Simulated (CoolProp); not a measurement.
2000 sccm (0 °C, 1 atm) of nitrogen bubbles through liquid decamethyltetrasiloxane (MD2M) at 342.1 K and leaves saturated at a total pressure of 0.00722 MPa (ideal gas phase). Each further row changes one setting.

Model: reference Helmholtz-energy equation of state, Thol 2017, in CoolProp.

```csv
case,vapour pressure (kPa),mole fraction of vapour,delivery (mg/min),delivery (sccm),change of delivery for a bath 1 K warmer (%)
as stated,0.987,0.137,4390,317,6.7
bath temperature 347.1 K,1.30,0.180,6070,438,6.8
total pressure 0.0144 MPa,0.987,0.0686,2040,147,6.1
```
